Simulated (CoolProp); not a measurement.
Vapour-liquid equilibrium of n-hexane (1) + ethanol (2) at 102.95 °C; x and y are mole fractions of (1).

Values from CoolProp's multi-fluid Helmholtz-energy mixture model, Thol 2019 and Schroeder 2014; pair parameters Bell 2016.

Question: Give the bubble pressure and the first vapour's composition at x = 0.05, 0.35, 0.85. Is there an azeotrope?

Answer: x = 0.05: 2.830 bar, y = 0.159; x = 0.35: 3.859 bar, y = 0.502; x = 0.85: 3.661 bar, y = 0.665. y crosses x between x = 0.55 and 0.65: the model has an azeotrope there.

The pair parameters rest on a limited set of measurements; away from them the model extrapolates. With so large a gap from Raoult's law the liquid may split in two, which this calculation doesn't test in full.
